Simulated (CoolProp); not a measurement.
Vapour-liquid equilibrium of ethane (1) + C2F6 (R116) (2) at 1.18 MPa; x and y are mole fractions of (1).

Values from CoolProp's multi-fluid Helmholtz-energy mixture model, Bücker 2006 and Lemmon 2006; pair parameters Bell 2016.

| x | bubble temperature, mixture model (K) | bubble temperature, Raoult's law (K) | y, mixture model | y, Raoult's law |
|---|---|---|---|---|
| 0.05 | 254.3 | 256.6 | 0.104 | 0.066 |
| 0.15 | (withheld) | 255.4 | (withheld) | 0.192 |
| 0.25 | 245.4 | 254.3 | 0.411 | 0.311 |
| 0.35 | 242.9 | 253.2 | 0.503 | 0.422 |
| 0.45 | 241.4 | 252.1 | 0.568 | 0.527 |
| 0.55 | 240.5 | 251.1 | 0.617 | 0.625 |
| 0.65 | 240.2 | 250.1 | 0.661 | 0.718 |
| 0.75 | 240.4 | 249.0 | (withheld) | 0.805 |
| 0.85 | 241.3 | 248.1 | 0.776 | 0.886 |
| 0.95 | 244.0 | 247.1 | (withheld) | 0.963 |

Question: Fill in the missing entries.

Answer: 
- 0.15, bubble temperature, mixture model (K): 249.2
- 0.15, y, mixture model: 0.281
- 0.75, y, mixture model: 0.709
- 0.95, y, mixture model: 0.897

The largest gap from Raoult's law is -10.7 K in bubble temperature, at x = 0.45. y crosses x between x = 0.65 and 0.75: the model has an azeotrope there.

Pair parameters are fitted to limited data, so mixtures are less certain than the pure fluids.
